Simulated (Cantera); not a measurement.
**Stirred combustor or abatement burner**

A perfectly stirred reactor is fed with CH₄ : C₂H₆ : O₂ : N₂ = 1 : 0.44 : 6.21 : 23.4 (molar parts), at 18.0 bar; it is adiabatic with a 800 K inlet, and is followed from long to short residence time, starting on the burning branch (τ in s: 0.033, 0.019, 0.011, 0.0062, 0.0036, 0.002, 0.0012, 0.00066, 0.00038, 0.00022, 0.00012, 7.1e-05, 4.1e-05).

Computed with Cantera and GRI-Mech 3.0 (53 species, 325 reactions). The pressure lies above the range GRI-Mech 3.0 was tuned for (to about 10 atm).

| τ (s) | T (K) | x CH₄ | x C₂H₆ | x O₂ | x CH₂CO | x HCN | x O |
|---|---|---|---|---|---|---|---|
| 0.033 | 2025 | 1.22e-6 | 9.44e-8 | 0.0850 | 1.40e-7 | 2.29e-8 | 5.94e-5 |
| 0.019 | 2025 | 2.07e-6 | 1.62e-7 | 0.0851 | 2.41e-7 | 2.40e-8 | 6.17e-5 |
| 0.011 | 2025 | 3.46e-6 | 2.73e-7 | 0.0851 | 4.13e-7 | 2.52e-8 | 6.55e-5 |
| 0.0062 | 2024 | 5.80e-6 | 4.69e-7 | 0.0852 | 7.22e-7 | 2.66e-8 | 7.21e-5 |
| 0.0036 | 2023 | 9.27e-6 | 7.72e-7 | 0.0853 | 1.22e-6 | 2.86e-8 | 8.21e-5 |
| 0.0020 | 2020 | 1.50e-5 | 1.30e-6 | 0.0854 | 2.11e-6 | 3.19e-8 | 9.91e-5 |
| 0.0012 | 2017 | 2.22e-5 | 2.01e-6 | 0.0855 | 3.37e-6 | 3.60e-8 | 0.000121 |
| 0.00066 | 2012 | 3.47e-5 | 3.29e-6 | 0.0857 | 5.73e-6 | 4.27e-8 | 0.000158 |
| 0.00038 | 2005 | 5.21e-5 | 5.14e-6 | 0.0861 | 9.19e-6 | 5.12e-8 | 0.000206 |
| 0.00022 | 1995 | 7.83e-5 | 8.01e-6 | 0.0866 | 1.45e-5 | 6.19e-8 | 0.000269 |
| 0.00012 | 1978 | 0.000125 | 1.33e-5 | 0.0875 | 2.39e-5 | 7.72e-8 | 0.000356 |
| 7.1e-5 | 1957 | 0.000197 | 2.12e-5 | 0.0888 | 3.72e-5 | 9.38e-8 | 0.000437 |
| 4.1e-5 | 1920 | 0.000346 | 3.77e-5 | 0.0913 | 6.28e-5 | 1.14e-7 | 0.000497 |
x: mole fraction; the columns are a selection and need not sum to one.
